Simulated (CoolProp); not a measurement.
Vapour-liquid equilibrium of n-heptane (1) + n-dodecane (2) at 4.11 bar; x and y are mole fractions of (1).

Values from CoolProp's multi-fluid Helmholtz-energy mixture model, Span 2003 and Lemmon 2004; pair parameters Bell 2016.

Question: Give the bubble temperature and the first vapour's composition at x = 0.125, 0.65, 0.725. Is there an azeotrope?

Answer: x = 0.125: 255.3 °C, y = 0.448; x = 0.65: 177.1 °C, y = 0.959; x = 0.725: 171.2 °C, y = 0.973. No azeotrope shows between x = 0.05 and 0.95.

The pair parameters rest on a limited set of measurements; away from them the model extrapolates.
